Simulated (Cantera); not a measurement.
A closed system holds: 1 mol Al, 0.55 mol HCl, 430 mol H2, equilibrated at 825 °C and 61.0 Pa.

These are equilibrium values from Cantera (NASA tables, ideal gas, pure condensed phases), not measurements of a reactor. Kinetics and transport are ignored.

```tsv
species	before	after
H2	0.999	0.895
H	1.00e-6	0.102
Al	2.39e-6	0.00169
Cl	<1e-9	5.47e-5
HCl	4.20e-7	0.000651
AlCl	0.00128	0.000504
Al(l), mol	0.449	0
```
Gas species are given as mole fractions.

Task: What was changed between the two runs?
(A) Al replaced by AlCl3
(B) temperature from 825 °C to 1802 °C
(C) temperature from 825 °C to 1427 °C
(D) HCl from 0.55 to 1.5 mol

Result: B, temperature from 825 °C to 1802 °C
